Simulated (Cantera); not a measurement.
Feed: 1 mol CH₃Cl, 0.82 mol HCl, 16 mol H₂, equilibrated at 59.0 Pa.

These are equilibrium values from Cantera (NASA tables, ideal gas, pure condensed phases), not measurements of a reactor. Candidate condensed phases: C, C₆H₆, C₇H₈, C₈H₁₈; 91 gas species. Equilibrium is a limit: real reactors are often held back by kinetics, nucleation or transport.

At 1725 °C, list the 4 most abundant gas species with their mole fractions, and the condensed phases.

H₂ 0.845, HCl 0.0888, H 0.0607, Cl 0.00475. Condensed: C(graphite).
